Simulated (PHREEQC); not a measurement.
Solution (20 °C): 0.0059 mol/kgw H3PO4 and 0.038 mol/kgw K2HPO4. Closed to the air; pH follows from the charge balance.

Model: ion-association model, wateq4f.dat, run in PHREEQC.

```tsv
quantity	before	after
pH	7.31	7.24
ionic strength (mol/kgw)	0.105	0.105
HPO4-2 (mol/kgw)	0.0305	0.0306
H2PO4- (mol/kgw)	0.0118	0.0118
PO4-3 (mol/kgw)	8.65e-7	1.25e-6
```

**Question.** Name the change that produced these shifts.
A) K2HPO4 replaced by (NH4)2HPO4 at the same molality
B) H3PO4 left out
C) temperature from 20 to 85 °C
D) temperature from 20 to 45 °C

**Answer.** D, temperature from 20 to 45 °C

This is a speciation only: nothing precipitates in the calculation. H3PO4, which wateq4f.dat lacks, is added to it with the constant of phreeqc.dat. Constants without temperature data keep their 25 °C values here.
